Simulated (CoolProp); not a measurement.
Aqueous ammonia as a coolant, 25 % by mass, freezing at -55.5 °C, 1 atm.

Values from CoolProp's Melinder's fits for secondary coolants.

```
T (°C)  density (kg/m³)  viscosity (mPa s)  cp (kJ/(kg K))  Prandtl number
------  ---------------  -----------------  --------------  --------------
-42.8             934.1               15.9           4.333             196
-34.8             931.8               9.76           4.305             115
-26.8             929.1               6.40           4.283            72.4
-18.8             926.1               4.44           4.266            48.2
-10.8             922.7               3.23           4.253            33.7
-2.8              919.0               2.45           4.243            24.6
5.1               915.0               1.91           4.236            18.6
13.1              910.8               1.53           4.229            14.4
21.1              906.2               1.23           4.223            11.3
```
